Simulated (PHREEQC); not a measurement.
Make-up at 25 °C: 12 mmol/kgw Cu(NO3)2, 15 mmol/kgw HCl and 64 mmol/kgw Na2SO4. Closed to the air; pH follows from the charge balance.

All values are PHREEQC results (ion-association model, wateq4f.dat), not measurements.

### Question
The ionic strength comes out as 0.189 mol/kgw. What activity coefficients do H+, HSO4-, NaSO4-, NO3-, SO4-2 get?

### Answer
H+ 0.80, HSO4- 0.73, NaSO4- 0.75, NO3- 0.70, SO4-2 0.30.

Precipitation was switched off in this run. Species that the database lacks are ignored.
